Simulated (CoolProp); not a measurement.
Aqueous ammonia as a coolant, at 0 °C, 1 atm.

Values from CoolProp's Melinder's fits for secondary coolants.

| mass % | freezing point (°C) | viscosity (mPa s) | conductivity (W/(m K)) | cp (kJ/(kg K)) | Prandtl number |
|---|---|---|---|---|---|
| 2.6 | -3.0 | 1.94 | 0.539 | 4.214 | 15.2 |
| 6 | -7.4 | 1.94 | 0.520 | 4.214 | 15.8 |
| 9.3 | -12.4 | 1.98 | 0.501 | 4.217 | 16.6 |
| 12.7 | -18.5 | 2.06 | 0.481 | 4.222 | 18.1 |
| 16 | -25.6 | 2.16 | 0.463 | 4.226 | 19.7 |
| 19.4 | -34.6 | 2.24 | 0.447 | 4.230 | 21.2 |
| 22.7 | -45.8 | 2.26 | 0.434 | 4.236 | 22.0 |
| 26.1 | -60.8 | 2.23 | 0.424 | 4.243 | 22.3 |
| 29.4 | -80.0 | 2.27 | 0.414 | 4.252 | 23.3 |
